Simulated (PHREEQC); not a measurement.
## Sulfide liquor

A solution holds 0.091 mol NH4HS, 0.0029 mol NaOH and 0.025 mol MnCl2 per kg of water, at 25 °C. Closed to the air; pH follows from the charge balance.

The numbers come from PHREEQC with the ion-association model, wateq4f.dat.

No solid was allowed to form.

Question: What pH, ionic strength does the model give?

Answer: pH 8.22; ionic strength 0.160 mol/kgw.

Question: In which forms is Mn present?

Answer: Mn+2 93 %, MnCl+ 6.2 % of the Mn.

Saturation is exceeded, for instance for MnS(Green); the values hold only as long as no solid forms. The polysulfide entries of wateq4f.dat were taken out for this run.
